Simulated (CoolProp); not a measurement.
Vapour-liquid equilibrium of dimethyl ether (1) + n-hexane (2) at 4.65 °C; x and y are mole fractions of (1).

Computed with CoolProp (multi-fluid Helmholtz-energy mixture model, Wu 2011 and Thol 2019; pair parameters Bell 2016).

```json
[
 {"x": "0.05", "bubble pressure (kPa)": "29.88", "y at the bubble point": "0.751", "dew pressure at overall composition x (kPa)": "8.111", "liquid density (mol/L)": "8.017"},
 {"x": "0.2", "bubble pressure (kPa)": "92.10", "y at the bubble point": "0.928", "dew pressure at overall composition x (kPa)": "[?]", "liquid density (mol/L)": "8.695"},
 {"x": "0.35", "bubble pressure (kPa)": "143.9", "y at the bubble point": "[?]", "dew pressure at overall composition x (kPa)": "11.79", "liquid density (mol/L)": "9.474"},
 {"x": "0.5", "bubble pressure (kPa)": "185.6", "y at the bubble point": "0.973", "dew pressure at overall composition x (kPa)": "15.25", "liquid density (mol/L)": "[?]"},
 {"x": "0.65", "bubble pressure (kPa)": "221.4", "y at the bubble point": "0.982", "dew pressure at overall composition x (kPa)": "21.57", "liquid density (mol/L)": "11.46"},
 {"x": "0.8", "bubble pressure (kPa)": "256.8", "y at the bubble point": "0.989", "dew pressure at overall composition x (kPa)": "[?]", "liquid density (mol/L)": "12.77"},
 {"x": "0.95", "bubble pressure (kPa)": "297.4", "y at the bubble point": "0.997", "dew pressure at overall composition x (kPa)": "122.6", "liquid density (mol/L)": "14.41"}
]
```

Problem. Fill in the missing entries.

Solution. 
- 0.2, dew pressure at overall composition x (kPa): 9.613
- 0.35, y at the bubble point: 0.960
- 0.5, liquid density (mol/L): 10.38
- 0.8, dew pressure at overall composition x (kPa): 36.79

No azeotrope shows between x = 0.05 and 0.95.

The pair parameters rest on a limited set of measurements; away from them the model extrapolates.
